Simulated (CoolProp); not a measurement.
Diethyl ether at several states: fugacity coefficient from the reference equation and from simpler models built on Tc = 194.7 °C, pc = 3717 kPa, ω = 0.282; each cubic takes its own stable root.

Values from CoolProp's reference Helmholtz-energy equation of state, Thol 2014.

```json
[
 {"T (°C)": "6.35", "p (kPa)": "5380", "phase": "liquid", "reference": "0.007604"},
 {"T (°C)": "7.75", "p (kPa)": "19.6", "phase": "gas", "reference": "0.9880"},
 {"T (°C)": "140.85", "p (kPa)": "76.1", "phase": "gas", "reference": "0.9894"},
 {"T (°C)": "41.35", "p (kPa)": "169", "phase": "liquid", "reference": "0.7241"},
 {"T (°C)": "141.05", "p (kPa)": "356", "phase": "gas", "reference": "0.9504"}
]
```

Q: How far does each simpler model (van der Waals, Peng-Robinson) lie from the reference over these 5 states: mean and median of the absolute difference, and the worst?

A: 
- van der Waals: mean 190.2 %, median 1.2 %, worst +915.6 % at 6.35 °C and 5380 kPa
- Peng-Robinson: mean 0.3 %, median 0.3 %, worst +0.7 % at 6.35 °C and 5380 kPa

At some of these states van der Waals gives the other phase, because its saturation line lies elsewhere.
